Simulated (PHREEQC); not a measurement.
## Alkaline etch or developer: speciation

A solution holds 0.0038 mol/kgw NaOH and 0.00102 mol/kgw K2SiO3, at 25 °C. Closed to the air; pH follows from the charge balance.

The numbers come from PHREEQC with the ion-association model, wateq4f.dat.

- pH: 11.64
- ionic strength: 0.00588 mol/kgw
- total alkalinity: 5.84 meq/kg

```
species   molality  activity   log γ
--------  --------  --------  ------
OH-        0.00480   0.00442  -0.036
Na+        0.00380   0.00350  -0.035
K+         0.00204   0.00188  -0.036
H3SiO4-   0.000969  0.000893  -0.036
H2SiO4-2   3.68e-5   2.68e-5  -0.138
H4SiO4     1.37e-5   1.37e-5   0.001
```

Precipitation was switched off in this run.
